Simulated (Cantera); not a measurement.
Charge: 1 mol CH3OH, 0.03 mol CO2, 21 mol N2, equilibrated at 1075 °C and 1.00 bar.

These are equilibrium values from Cantera (NASA tables, ideal gas, pure condensed phases), not measurements of a reactor. Candidate condensed phases: C, C6H6, C7H8, C8H18, H2O; 136 gas species. Rates play no part.

Base state: N2 0.874, H2 0.0822, CO 0.0426, H2O 0.000989, CO2 0.000262 (mole fractions); condensed: gas only.

What changes in the equilibrium state with this change: CH3OH replaced by n-butane?


```tsv
species	before	after
N2	0.874	0.806
H2	0.0822	0.191
CO	0.0426	0.00230
CO2	0.000262	1.57e-8
H2O	0.000989	2.56e-6
CH4	8.13e-7	0.000214
HCN	1.77e-6	0.000126
C(graphite), mol	0	3.96
```
